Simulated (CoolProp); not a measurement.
Vapour-liquid equilibrium of carbon monoxide (1) + methane (2) at 2.81 bar; x and y are mole fractions of (1).

Computed with CoolProp (multi-fluid Helmholtz-energy mixture model, Lemmon 2006 and Setzmann 1991; pair parameters Kunz 2012).

Give the bubble temperature and the first vapour's composition at x = 0.5, 0.8, 0.95. Is there an azeotrope?

x = 0.5: -175.2 °C, y = 0.941; x = 0.8: -179.2 °C, y = 0.980; x = 0.95: -180.8 °C, y = 0.994. No azeotrope shows between x = 0.05 and 0.95.

Pair parameters are fitted to limited data, so mixtures are less certain than the pure fluids.
